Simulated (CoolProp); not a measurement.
The fluid at 785.03 K and 0.736 MPa is compressed adiabatically to 3.91 MPa with isentropic efficiency 0.7. The same conditions are run with several fluids, on thermodynamics alone (safety and materials aside).

Computed with CoolProp (reference Helmholtz-energy equation of state of each fluid (oxygen: Schmidt 1985; dry air: Lemmon 2000; nitrogen: Span 2000; water: Wagner 2002)). Blends and air are pseudo-pure fits.

### Question
Rank oxygen, dry air, nitrogen, water by work (kJ/kg), highest first.

### Answer
water (1030), nitrogen (700), dry air (675), oxygen (603)

| fluid | final temperature (K) | final phase | final density (kg/m³) |
|---|---|---|---|
| oxygen | 1333.6 | gas | 11.2 |
| dry air | 1368.4 | supercritical | 9.86 |
| nitrogen | 1375.4 | supercritical | 9.48 |
| water | 1235.2 | gas | 6.88 |

Above 300 K oxygen's equation is extrapolated.
